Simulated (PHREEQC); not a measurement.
1 kg of water holding 0.2 mol NaCl, 0.2 mol K2SO4 and 0.0057 mol Na2SO4 is evaporated at 15 °C; the solids stay in contact with the brine. The system is closed to CO2. The run lets Arcanite, Glaserite, Halite, Mirabilite, Misenite, Sylvite, Thenardite precipitate or redissolve, and no other solid.

Computed with PHREEQC (Pitzer model, pitzer.dat).

| water left (kg) | ionic strength | water activity | Glaserite (mol) | Arcanite (mol) | Sylvite (mol) | Halite (mol) | Cl in solution (mol/kgw) |
|---|---|---|---|---|---|---|---|
| 1 | 0.817 | 0.986 | 0 | 0 | 0 | 0 | 0.200 |
| 0.6755 | 1.21 | 0.980 | 0 | 0 | 0 | 0 | 0.296 |
| 0.5552 | 1.47 | 0.975 | 0 | 0 | 0 | 0 | 0.360 |
| 0.375 | 2.18 | 0.965 | 0 | 0 | 0 | 0 | 0.533 |
| 0.3082 | 2.65 | 0.957 | 0 | 0 | 0 | 0 | 0.649 |
| 0.2082 | 3.11 | 0.946 | 0 | 0.0565 | 0 | 0 | 0.961 |
| 0.1407 | 3.76 | 0.929 | 0 | 0.0962 | 0 | 0 | 1.42 |
| 0.1156 | 3.94 | 0.919 | 0.0200 | 0.0807 | 0 | 0 | 1.73 |
| 0.07809 | 4.20 | 0.897 | 0.0679 | 0.0274 | 0 | 0 | 2.56 |
| 0.06418 | 4.47 | 0.880 | 0.0840 | 0.00875 | 0 | 0 | 3.12 |
| 0.04335 | 5.51 | 0.829 | 0.0964 | 0 | 0 | 0 | 4.61 |
| 0.03564 | 6.23 | 0.795 | 0.0986 | 0 | 0.00360 | 0 | 5.51 |
| 0.02407 | 7.13 | 0.753 | 0.0992 | 0 | 0.0501 | 0 | 6.23 |
| 0.01627 | 7.73 | 0.725 | 0.1000 | 0 | 0.0701 | 0.0212 | 6.68 |
| 0.01337 | 7.73 | 0.725 | 0.101 | 0 | 0.0739 | 0.0367 | 6.68 |
| 0.00903 | 7.73 | 0.725 | 0.101 | 0 | 0.0796 | 0.0601 | 6.68 |
| 0.007426 | 7.73 | 0.725 | 0.102 | 0 | 0.0817 | 0.0687 | 6.68 |
| 0.005012 | 7.73 | 0.725 | 0.102 | 0 | 0.0849 | 0.0816 | 6.68 |

Arcanite from water left = 0.2533 kg, last present at water left = 0.06418 kg; Glaserite from water left = 0.1156 kg; Sylvite from water left = 0.03564 kg; Halite from water left = 0.01979 kg.
